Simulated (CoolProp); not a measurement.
Model: reference Helmholtz-energy equation of state, Thol 2019, in CoolProp.

Task: For tetradecamethylhexasiloxane (MD4M), give the phase and the density (kg/m³), speed of sound (m/s), expansivity (1/kK), fugacity coefficient at 277.25 °C and 42.4 bar; 346.85 °C and 42.4 bar.

Result: 
- 277.25 °C and 42.4 bar: liquid; density 650, speed of sound 405, expansivity 1.59, fugacity coefficient 0.0570
- 346.85 °C and 42.4 bar: liquid; density 575, speed of sound 298, expansivity 1.95, fugacity coefficient 0.156
